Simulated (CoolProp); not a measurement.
C3F8 (R218) at 293.15 K and 4.02 MPa is throttled through a valve to 0.113 MPa with no heat exchange. Each further row changes one setting.

Computed with CoolProp (reference Helmholtz-energy equation of state, Lemmon 2006). It is a short technical equation, of lower accuracy than the large ones.

| case | temperature change (K) | final phase | final density (kg/m³) |
|---|---|---|---|
| as stated | ? | two-phase, vapour fraction 0.547 | 20.6 |
| outlet pressure 0.0339 MPa | ? | ? | ? |
| outlet pressure 0.147 MPa | -48.2 | ? | 28.9 |

Question: Some entries are withheld; supply them.

Answer: 
- as stated, temperature change (K): -54.3
- outlet pressure 0.0339 MPa, temperature change (K): -78.4
- outlet pressure 0.0339 MPa, final phase: two-phase, vapour fraction 0.710
- outlet pressure 0.0339 MPa, final density (kg/m³): 5.15
- outlet pressure 0.147 MPa, final phase: two-phase, vapour fraction 0.500
